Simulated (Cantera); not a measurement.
An isothermal, constant-pressure homogeneous reactor starts with NO : N2 = 1 : 8.2 (molar parts), at 1873 K and 0.168 atm.

Computed with Cantera and GRI-Mech 3.0 (53 species, 325 reactions).

Question: Predict: x(NO) at 200 s; x(O2) at 200 s; x(O) at 200 s; x(NO2) at 200 s; x(N2) at 200 s; x(N2O) at 200 s.

Answer: 
- x(NO) at 200 s: 0.00326 (gas-phase equilibrium 0.00291)
- x(O2) at 200 s: 0.0526 (gas-phase equilibrium 0.0528)
- x(O) at 200 s: 0.000132 (gas-phase equilibrium 0.000133)
- x(NO2) at 200 s: 1.45e-6 (gas-phase equilibrium 1.30e-6)
- x(N2) at 200 s: 0.944 (gas-phase equilibrium 0.944)
- x(N2O) at 200 s: 7.54e-8 (gas-phase equilibrium 7.47e-8)
